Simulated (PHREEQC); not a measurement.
1 kg of water holding 0.021 mol KHCO3, 0.0022 mol K2SO4 and 0.0035 mol KCl is evaporated at 25 °C; the solids stay in contact with the brine. CO2 is held at log p = -3.4 (atm). The run lets Arcanite, Kalicinite, Misenite, Sylvite precipitate or redissolve, and no other solid.

The series has 28 steps of water left (kg), from 1 to 0.00518.

Computed with PHREEQC (Pitzer model, pitzer.dat).

Problem. Which solids form, in which order, and at which step of the series does each first stand?

Solution. Arcanite from water left = 0.009194 kg (pH 10.32).
